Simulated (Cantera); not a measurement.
Feed: 1 mol SiH₄, 0.71 mol O₂, 8.9 mol N₂, equilibrated at 1198 K and 0.0825 Torr.

These are equilibrium values from Cantera (NASA tables, ideal gas, pure condensed phases), not measurements of a reactor. Candidate condensed phases: H₂O, Si, SiO₂, Si₂N₂O, Si₃N₄; 35 gas species. N₂ is the only nitrogen source here; it is nearly inert below about 1500 K, so the nitride shown seldom forms there in practice. Mutual solubility and eutectic melting of coexisting phases are not modelled. The tables hold silica as quartz up to 1696 K and as liquid above; real silica turns to tridymite and cristobalite and melts near 1996 K. The numbers say what is thermodynamically allowed, not how fast it happens.

Q: What is the equilibrium state?

A: 
```json
{
  "x(N₂)": "0.813",
  "x(H₂)": "0.187",
  "x(SiO)": "1.69e-5",
  "x(H)": "7.83e-6",
  "x(H₂O)": "2.85e-6",
  "n(SiO₂(β-quartz))": "0.613 mol",
  "n(Si₂N₂O(s))": "0.193 mol",
  "gas_amount": "10.71 mol",
  "log10 activity of Si(s) (absent)": "-4.87"
}
```
